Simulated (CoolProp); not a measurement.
Vapour-liquid equilibrium of n-pentane (1) + benzene (2) at 0.0707 MPa; x and y are mole fractions of (1).

Computed with CoolProp (multi-fluid Helmholtz-energy mixture model, Thol 2019 and Thol 2012; pair parameters Bell 2016).

Problem. Give the bubble temperature and the first vapour's composition at x = 0.55, 0.65, 0.95. Is there an azeotrope?

Solution. x = 0.55: 308.2 K, y = 0.841; x = 0.65: 305.9 K, y = 0.879; x = 0.95: 300.0 K, y = 0.983. No azeotrope shows between x = 0.05 and 0.95.

The pair parameters rest on a limited set of measurements; away from them the model extrapolates.
